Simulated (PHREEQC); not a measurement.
Consider water at 65 °C with 1.2 mmol/kgw BaCl2 and 96 mmol/kgw CaCl2. Closed to the air; pH follows from the charge balance.

Equilibrium calculation in PHREEQC: ion-association model, phreeqc.dat.

No solid was allowed to form.

Q: What specific conductance, density does the model give?

A: specific conductance 35900 µS/cm; density 0.989 g/cm³.

Species that the database lacks are ignored. At this temperature some constants are extrapolated from 25 °C, and those without enthalpy data are left unchanged.
